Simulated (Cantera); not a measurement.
## SiHCl3 + C2H2 + H2 + HCl (silicon carbide growth)

Charge: 1 mol SiHCl3, a varied amount of C2H2, 24 mol H2, 0.27 mol HCl, equilibrated at 1548.15 K and 0.133 bar.

These are equilibrium values from Cantera (NASA tables, ideal gas, pure condensed phases), not measurements of a reactor. Candidate condensed phases: C, C6H6, C7H8, C8H18, Si, SiC; 109 gas species. Mutual solubility and eutectic melting of coexisting phases are not modelled. The tables' values for SiCl3 are old estimates; treat these amounts as uncertain. The numbers say what is thermodynamically allowed, not how fast it happens.

From 0.005 mol C2H2 to 0.12 mol C2H2 the condensed part is Si(s) + SiC(s). At 0.21 mol C2H2 the condensed part is SiC(s). The main Si-bearing gas is SiCl2 throughout.

| n(C2H2) (mol) | log p H2 | log p HCl | log p SiCl2 | log p SiCl3 | log p SiHCl3 | log p SiCl4 | log p H | log p SiH2Cl2 | n Si(s) | n SiC(s) |
|---|---|---|---|---|---|---|---|---|---|---|
| 0.005 | -0.92 | -1.99 | -2.54 | -3.81 | -4.47 | -4.63 | -4.97 | -5.10 | 0.380 | 0.00995 |
| 0.0085 | -0.92 | -1.99 | -2.54 | -3.81 | -4.47 | -4.63 | -4.97 | -5.10 | 0.373 | 0.0169 |
| 0.015 | -0.92 | -1.99 | -2.54 | -3.81 | -4.47 | -4.63 | -4.97 | -5.10 | 0.361 | 0.0299 |
| 0.025 | -0.92 | -1.99 | -2.54 | -3.81 | -4.47 | -4.63 | -4.97 | -5.10 | 0.341 | 0.0499 |
| 0.042 | -0.92 | -1.99 | -2.54 | -3.81 | -4.47 | -4.63 | -4.97 | -5.10 | 0.307 | 0.0839 |
| 0.072 | -0.92 | -1.99 | -2.54 | -3.81 | -4.47 | -4.63 | -4.97 | -5.10 | 0.247 | 0.144 |
| 0.12 | -0.92 | -1.99 | -2.54 | -3.81 | -4.47 | -4.63 | -4.97 | -5.10 | 0.152 | 0.240 |
| 0.21 | -0.92 | -1.98 | -2.57 | -3.82 | -4.48 | -4.63 | -4.97 | -5.12 | 0 | 0.420 |
log p: log10 of the partial pressure in bar; n: condensed amount in mol.
